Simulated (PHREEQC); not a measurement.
0.012 g of hydrous ferric oxide (600 m²/g; 0.2 weak and 0.005 strong sites per Fe, Dzombak-Morel constants, diffuse double layer) in 1 kg of water with 0.005 mol/kgw of an inert sodium salt and 2.1e-06 mol CuSO4 and 4.8e-07 mol Ag2SO4, at 25 °C; the pH is set by adding NaOH or the inert anion's acid. O2 is buffered at 0.21 atm. No CO2 enters from the air. Nothing may precipitate in this run.

The series has 17 steps of pH, from 4 to 12.

Computed with PHREEQC (ion-association model, wateq4f.dat).

Question: Near which pH is half of the S sorbed, and on which side is more sorbed?

Answer: Near pH 5.8, with more sorbed at lower pH.

Question: Near which pH is half of the Cu sorbed, and on which side is more sorbed?

Answer: Near pH 5.9, with more sorbed at higher pH.

Question: Near which pH is half of the Ag sorbed, and on which side is more sorbed?

Answer: Near pH 9.4, with more sorbed at higher pH.

The database's constant for dissolved Cu(OH)2 is higher than later reviews accept.
